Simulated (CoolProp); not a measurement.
Vapour-liquid equilibrium of dimethyl ether (1) + chloromethane (R40) (2) at 9.65 °C; x and y are mole fractions of (1).

Computed with CoolProp (multi-fluid Helmholtz-energy mixture model, Wu 2011 and Thol 2014; pair parameters Bell 2016).

```csv
x,bubble pressure (kPa),y at the bubble point,dew pressure at overall composition x (kPa),liquid density (mol/L)
0.05,356.8,0.043,356.4,18.45
0.125,352.8,0.112,352.2,18.14
0.2,349.6,0.185,349.0,17.83
0.275,347.1,0.262,346.8,17.53
0.35,345.4,0.341,345.3,17.24
0.425,344.7,0.423,344.7,16.95
0.5,344.8,0.505,344.8,16.66
0.575,345.9,0.587,345.7,16.39
0.65,348.0,0.668,347.4,16.11
0.725,351.0,0.747,350.0,15.84
0.8,354.8,0.822,353.6,15.57
0.875,359.6,0.893,358.3,15.31
0.95,365.1,0.959,364.3,15.05
```

y crosses x between x = 0.425 and 0.5: the model has an azeotrope there.

The pair parameters rest on a limited set of measurements; away from them the model extrapolates.
